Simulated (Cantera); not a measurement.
Charge: 1 mol SF₆, 0.046 mol H₂O, at 860 Pa.

Equilibrium computed with Cantera from the NASA thermochemical tables; the gas is ideal and each condensed phase is pure. Candidate condensed phases: H₂O, H₂SO₄, S; 71 gas species. Ions and electrons are included (thermal ionisation). Kinetics and transport are ignored.

At 4000 K, list the 7 most abundant gas species with their mole fractions, and the condensed phases.

F 0.840, S 0.140, H 0.0115, O 0.00643, HF 0.00136, SF 4.08e-5, S₂ 3.24e-5. Condensed: gas only.
